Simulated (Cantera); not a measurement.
Input (Python, Cantera) and output of one run.

```python
import numpy as np
import cantera as ct

gas_names = [...]  # 151 gases of nasa_gas.yaml made of C, H, N, O, Si
cond_names = """
    C(gr) C6H6(L) C7H8(L) C8H18(L),n-octa H2O(s) H2O(L) Si(cr) Si(L) SiC(b) SiO2(Lqz) SiO2(hqz) SiO2(L)
    Si2N2O(s) Si3N4(a)
""".split()


# ... load() reads the species with a 1 bar reference pressure and builds the phases ...
atoms = {
    'SiC': {'Si': 1, 'C': 1},
    'N2O': {'N': 2, 'O': 1},
    'H2': {'H': 2},
    'CO2': {'C': 1, 'O': 2},
}
top_T = {'C(gr)': 4500, 'SiC(b)': 3050, 'Si2N2O(s)': 2100, 'Si3N4(a)': 2400}  # K; cautious upper limits of use, not melting points


# ... equilibrate(T, P, feed) seeds the gas with the atoms and calls Mixture.equilibrate('TP', solver="vcs", rtol=1e-11, max_steps=5000) ...
results = []
feed = {'SiC': 1, 'N2O': 0.21, 'H2': 190, 'CO2': 0.079}  # mol
T = 1798.15  # K
P = 3200  # Pa
mix = equilibrate(T, P, feed)
results.append((T, P, feed, dict(zip(mix.species_names, mix.species_moles))))
x = sorted(zip(gas.X, gas.species_names), reverse=True)
print(f"T = {T:g} K  P = {P:g} Pa  gas = {mix.phase_moles(0):.4g} mol")
print("   x: " + "  ".join(f"{s} {v:.3e}" for v, s in x if v > 1e-05))
print("   condensed (mol): " + ("  ".join(f"{mix.phase(i).name} {mix.phase_moles(i):.4g}"
      for i in range(1, mix.n_phases) if mix.phase_moles(i) > 1e-12) or "none"))
```

Output:

```
T = 1798.15 K  P = 3200 Pa  gas = 190.8 mol
   x: H2 9.950e-01  H 1.966e-03  CO 1.178e-03  N2 1.091e-03  SiO 7.508e-04  Si 2.478e-05  HCN 1.867e-05
   condensed (mol): SiC(b) 0.8495
```

Equilibrium computed with Cantera from the NASA thermochemical tables; the gas is ideal and each condensed phase is pure.
